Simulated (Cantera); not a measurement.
Feed: 1 mol PbO, 0.45 mol H₂, 6.3 mol N₂, held at 1200 K and 2.60 mbar.

These are equilibrium values from Cantera (NASA tables, ideal gas, pure condensed phases), not measurements of a reactor. Candidate condensed phases: H₂O, Pb, PbO, PbO₂, Pb₃O₄; 27 gas species. Kinetics and transport are ignored.

Base state: N₂ 0.852, Pb 0.0609, H₂O 0.0609, PbO 0.0262, O₂ 1.11e-5 (mole fractions); condensed: PbO(l).

### Question
What changes in the equilibrium state with this change: PbO replaced by Fe₂O₃?

### Answer
```json
[
 {"species": "N₂", "before": "0.852", "after": "0.933"},
 {"species": "H₂O", "before": "0.0609", "after": "0.0641"},
 {"species": "H₂", "before": "4.56e-6", "after": "0.00253"},
 {"species": "Pb", "before": "0.0609", "after": "0"},
 {"species": "PbO", "before": "0.0262", "after": "0"},
 {"species": "O₂", "before": "1.11e-5", "after": "<1e-9"},
 {"species": "PbO(l), mol", "before": "0.356", "after": "0"},
 {"species": "FeO(s), mol", "before": "0", "after": "0.299"},
 {"species": "Fe₃O₄(s), mol", "before": "0", "after": "0.567"}
]
```
Mutual solubility and eutectic melting of coexisting phases are not modelled. The tables' stoichiometric FeO is somewhat more stable than real wüstite, so its field is too wide. FeO: taken at fixed stoichiometry. Further candidate phases: Fe, FeO, Fe(OH)₂, Fe(OH)₃, Fe₂O₃, Fe₃O₄.

### Question
What changes in the equilibrium state with this change: temperature from 1200 K to 1148.15 K?

### Answer
```
species            before    after
----------------  -------  -------
N₂                  0.852    0.868
H₂O                0.0609   0.0620
Pb                 0.0609   0.0620
PbO                0.0262  0.00836
O₂                1.11e-5  3.47e-7
PbO(l), mol         0.356        0
PbO(yellow), mol        0    0.489
```

### Question
What changes in the equilibrium state with this change: temperature from 1200 K to 1900 K?

### Answer
```csv
species,before,after
N₂,0.852,0.790
Pb,0.0609,0.106
H₂O,0.0609,0.0542
O₂,1.11e-5,0.0234
PbO,0.0262,0.0195
O,1.64e-9,0.000894
H,8.26e-9,0.000469
"PbO(l), mol",0.356,0
```
